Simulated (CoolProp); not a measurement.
Vapour-liquid equilibrium of R134a (1) + R245fa (2) at 293.7 K; x and y are mole fractions of (1).

Model: multi-fluid Helmholtz-energy mixture model, Tillner-Roth 1994 and Akasaka 2015; pair parameters Akasaka 2014, in CoolProp.

Problem. Give the bubble pressure and the first vapour's composition at x = 0.725, 0.8, 0.875. Is there an azeotrope?

Solution. x = 0.725: 0.4476 MPa, y = 0.910; x = 0.8: 0.4832 MPa, y = 0.938; x = 0.875: 0.5194 MPa, y = 0.963. No azeotrope shows between x = 0.05 and 0.95.

Pair parameters are fitted to limited data, so mixtures are less certain than the pure fluids.
